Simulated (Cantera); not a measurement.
# Catalytic combustion on Pt

An isothermal plug-flow reactor at 1200 K and 0.360 bar (inlet), inlet velocity 0.25 m/s, active area per volume 1600 1/m; feed CH4 : O2 : N2 = 0.036 : 0.011 : 0.79 (molar parts), equivalence ratio 6.5.

Computed with Cantera and Deutschmann's 1995 Pt surface mechanism with GRI-Mech 3.0 gas chemistry. Catalytic surfaces can have several steady states; this one follows from the mechanism file's or the stated starting coverage. Mass transfer to the wall is taken as infinitely fast.

| z (m) | x CH4 | x O2 | x H2O | x CO2 | x CO | θ free Pt | θ H* | θ C* |
|---|---|---|---|---|---|---|---|---|
| 0.00085 | 0.0245 | 0.00174 | 0.00464 | 3.62e-6 | 0.0175 | 0.0693 | 0.00101 | 0.930 |
| 0.0015 | 0.0240 | 0.00154 | 0.00459 | 3.62e-6 | 0.0180 | 0.0504 | 0.000870 | 0.949 |
| 0.0027 | 0.0236 | 0.00136 | 0.00454 | 3.63e-6 | 0.0184 | 0.0365 | 0.000749 | 0.963 |
| 0.0048 | 0.0232 | 0.00121 | 0.00450 | 3.64e-6 | 0.0187 | 0.0267 | 0.000648 | 0.973 |
| 0.0085 | 0.0229 | 0.00109 | 0.00446 | 3.67e-6 | 0.0189 | 0.0197 | 0.000561 | 0.980 |
| 0.015 | 0.0227 | 0.000985 | 0.00443 | 3.70e-6 | 0.0192 | 0.0146 | 0.000486 | 0.985 |
| 0.027 | 0.0225 | 0.000888 | 0.00440 | 3.76e-6 | 0.0194 | 0.0107 | 0.000419 | 0.989 |
| 0.048 | 0.0223 | 0.000805 | 0.00437 | 3.86e-6 | 0.0196 | 0.00792 | 0.000363 | 0.992 |
| 0.085 | 0.0221 | 0.000732 | 0.00435 | 4.01e-6 | 0.0197 | 0.00588 | 0.000314 | 0.994 |
x: gas mole fraction; θ: surface coverage.
